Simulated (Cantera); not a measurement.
Input (Python, Cantera) and output of one run.

```python
import numpy as np
import cantera as ct

gas_names = """
    O
""".split()
cond_names = """
    NbO2(I) NbO2(II) NbO2(III) NbO2(L) Nb(cr) Nb(L)
""".split()


def load(file, names, dense=False):
    # The tables refer to 1 bar. Condensed volumes are neglected.
    table = {s.name: s for s in ct.Species.list_from_file(file)}
    out = []
    for n in names:
        d = dict(table[n].input_data)
        d["thermo"] = dict(d["thermo"], **{"reference-pressure": 1e5})
        if dense:
            d["equation-of-state"] = {"model": "constant-volume", "density": "1e6 g/cm^3"}
        out.append(ct.Species.from_dict(d))
    return out


species = {s.name: s for s in load("nasa_gas.yaml", gas_names) + load("nasa_condensed.yaml", cond_names)}
# Each term lists the table entries of one substance; the one whose range holds T is used.
reactions = {
    'NbO2 = Nb + 2 O(g)':
        [(-1, ['NbO2(I)', 'NbO2(II)', 'NbO2(III)', 'NbO2(L)']), (1, ['Nb(cr)', 'Nb(L)']), (2, ['O'])],
}


def pick(names, T):
    return next(species[n] for n in names if species[n].thermo.min_temp <= T <= species[n].thermo.max_temp)


results = []
for label, terms in reactions.items():
    print(label)
    print("     T/K   dH/kJ  dS/(J/K)   dG/kJ   log10 K")
    for T in [2073, 2223, 2373, 2523, 2673, 2823, 2973]:
        used = [(nu, pick(names, T)) for nu, names in terms]
        dH = sum(nu * s.thermo.h(T) for nu, s in used) / 1e6
        dS = sum(nu * s.thermo.s(T) for nu, s in used) / 1e3
        dG = dH - T * dS / 1e3
        logK = -dG * 1e6 / (ct.gas_constant * T * np.log(10))
        results.append((label, T, dH, dS, dG, logK, [s.name for _, s in used]))
        print(f"{T:8g} {dH:8.1f} {dS:8.1f} {dG:8.1f} {logK:8.2f}")
```

Result:

```
NbO2 = Nb + 2 O(g)
     T/K   dH/kJ  dS/(J/K)   dG/kJ   log10 K
    2073   1273.4    288.9    674.4   -16.99
    2223   1179.8    245.9    633.2   -14.88
    2373   1177.3    244.8    596.4   -13.13
    2523   1175.2    243.9    559.7   -11.59
    2673   1173.4    243.2    523.2   -10.22
    2823   1198.1    252.2    486.0    -8.99
    2973   1195.3    251.3    448.3    -7.88
```

Source: NASA polynomial tables (part measured, part estimated), evaluated in Cantera. Condensed species are held in their standard states even where they would react or evaporate.
